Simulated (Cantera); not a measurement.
Input: 1 mol Si₂Cl₆, 1.1 mol NH₃, 2.2 mol H₂, 1.2 mol N₂, equilibrated at 2050 K and 18.0 Pa.

Cantera equilibrium calculation (NASA polynomials, part measured and part estimated; ideal gas, pure solids and liquids). Candidate condensed phases: NH₄Cl, Si, Si₃N₄; 28 gas species. The feed counts by its element totals alone. The tables' values for SiCl, SiCl₃, SiN are old estimates; treat these amounts as uncertain. Kinetics and transport are ignored.

Base state: HCl 0.269, H₂ 0.209, N₂ 0.173, SiCl₂ 0.120, H 0.0772, Cl 0.0737, Si 0.0656, SiCl 0.0122 (mole fractions); condensed: gas only.

Task: What changes in the equilibrium state with this change: H₂ from 2.2 to 21 mol?

Result: 
| species | before | after |
|---|---|---|
| H₂ | 0.209 | 0.583 |
| HCl | 0.269 | 0.145 |
| H | 0.0772 | 0.129 |
| N₂ | 0.173 | 0.0556 |
| SiCl₂ | 0.120 | 0.00957 |
| SiCl | 0.0122 | 0.00302 |
| Cl | 0.0737 | 0.0237 |
| Si | 0.0656 | 0.0505 |
| SiCl₃ | 0.000183 | 4.72e-6 |
| Si₂N | 1.63e-5 | 5.46e-6 |
| SiN | 8.49e-5 | 3.70e-5 |
| Si₂ | 0.000117 | 6.92e-5 |
The tables' values for SiCl, SiN are old estimates; treat these amounts as uncertain.

Task: What changes in the equilibrium state with this change: pressure from 18.0 Pa to 4.90 mbar?

Result: 
```
species    before    after
-------  --------  -------
H₂          0.209    0.309
HCl         0.269    0.238
SiCl₂       0.120    0.211
Cl         0.0737   0.0103
Si         0.0656  0.00804
H          0.0772   0.0180
SiCl       0.0122  0.00566
N₂          0.173    0.198
SiCl₃    0.000183  0.00123
SiH₂      4.46e-6  2.20e-5
Si₂      0.000117  4.77e-5
Si₂N      1.63e-5  3.71e-5
```
Gases not in the tables: Si₂H₆ and higher silanes.
